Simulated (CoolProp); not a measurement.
Vapour-liquid equilibrium of cis-2-butene (1) + methanol (2) at 1450 kPa; x and y are mole fractions of (1).

Computed with CoolProp (multi-fluid Helmholtz-energy mixture model, Lemmon 2005 and de Reuck 1993; pair parameters Bell 2016).

Give the bubble temperature and the first vapour's composition at x = 0.275, 0.35, 0.425. Is there an azeotrope?

x = 0.275: 378.2 K, y = 0.724; x = 0.35: 375.5 K, y = 0.749; x = 0.425: 374.4 K, y = 0.760. y crosses x between x = 0.8 and 0.875: the model has an azeotrope there.

The pair parameters rest on a limited set of measurements; away from them the model extrapolates. With so large a gap from Raoult's law the liquid may split in two, which this calculation doesn't test in full.
